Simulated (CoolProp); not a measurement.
Vapour-liquid equilibrium of R125 (1) + R245fa (2) at 262.8 K; x and y are mole fractions of (1).

Computed with CoolProp (multi-fluid Helmholtz-energy mixture model, Lemmon 2005 and Akasaka 2015; pair parameters Bell 2016).

| x | bubble pressure (bar) | y at the bubble point | dew pressure at overall composition x (bar) | liquid density (mol/L) |
|---|---|---|---|---|
| 0.05 | 0.5785 | 0.458 | 0.3414 | 10.72 |
| 0.2 | 1.284 | 0.785 | 0.4020 | 10.88 |
| 0.35 | 1.936 | 0.877 | 0.4887 | 11.03 |
| 0.5 | 2.564 | 0.924 | 0.6225 | 11.16 |
| 0.65 | 3.192 | 0.954 | 0.8558 | 11.27 |
| 0.8 | 3.838 | 0.976 | 1.361 | 11.35 |
| 0.95 | 4.524 | 0.994 | 3.093 | 11.39 |

No azeotrope shows between x = 0.05 and 0.95.

Pair parameters are fitted to limited data, so mixtures are less certain than the pure fluids. The gap from Raoult's law changes sign with composition, which may be real or a fault of the pair parameters; it wasn't checked against measurements.
